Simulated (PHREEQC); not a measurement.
## Nickel, zinc or cadmium bath: an equilibrium model

Consider water at 25 °C with 1.4 mmol/kgw ZnSO4 and 15 mmol/kgw H3BO3. Closed to the air; pH follows from the charge balance.

Equilibrium calculation in PHREEQC: ion-association model, phreeqc.dat.

No solid was allowed to form.

Question: What pH does the model give?

Answer: pH 5.53.

Question: In which forms is S present?

Answer: SO4-2 86 %, ZnSO4 14 % of the S.

Species that the database lacks are ignored.
